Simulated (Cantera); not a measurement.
## Carbothermic reduction: MgO + CH4 + CO

Feed: 1 mol MgO, 1.7 mol CH4, 0.09 mol CO, held at 1775 K.

Cantera equilibrium calculation (NASA polynomials, part measured and part estimated; ideal gas, pure solids and liquids). Candidate condensed phases: C, C6H6, C7H8, C8H18, H2O, Mg, MgCO3, MgO, Mg(OH)2; 116 gas species. The tables' values for MgH are old estimates; treat these amounts as uncertain. Rates play no part.

```tsv
P (Pa)	x H2	x CO	x Mg	x H	x CH4	x MgH	x C2H2 (acetylene)	x H2O	n C(graphite)	n MgO(s)
10	0.601	0.196	0.180	0.0224	3.02e-8	1.86e-5	8.56e-5	3.82e-9	0.699	0
42	0.610	0.197	0.181	0.0110	1.31e-7	3.86e-5	8.69e-5	1.64e-8	0.699	0
180	0.615	0.198	0.182	0.00535	5.70e-7	8.03e-5	8.75e-5	7.09e-8	0.699	0
750	0.617	0.198	0.182	0.00263	2.39e-6	0.000164	8.79e-5	2.97e-7	0.699	0
3200	0.618	0.198	0.182	0.00127	1.02e-5	0.000340	8.80e-5	1.27e-6	0.699	0
13000	0.619	0.199	0.181	0.000631	4.16e-5	0.000684	8.81e-5	5.16e-6	0.699	0
56000	0.871	0.0756	0.0521	0.000361	0.000356	0.000484	0.000124	1.19e-5	1.49	0.795
240000	0.959	0.0322	0.00665	0.000183	0.00185	0.000134	0.000137	2.40e-5	1.67	0.976
1000000	0.965	0.0264	0.000468	8.99e-5	0.00780	1.93e-5	0.000137	8.23e-5	1.67	0.998
```
x: gas mole fraction; n: condensed amount in mol.

From 10.0 Pa to 0.130 bar the condensed part is C(graphite). From 0.560 bar to 10.0 bar the condensed part is C(graphite) + MgO(s). The main Mg-bearing gas is Mg throughout.
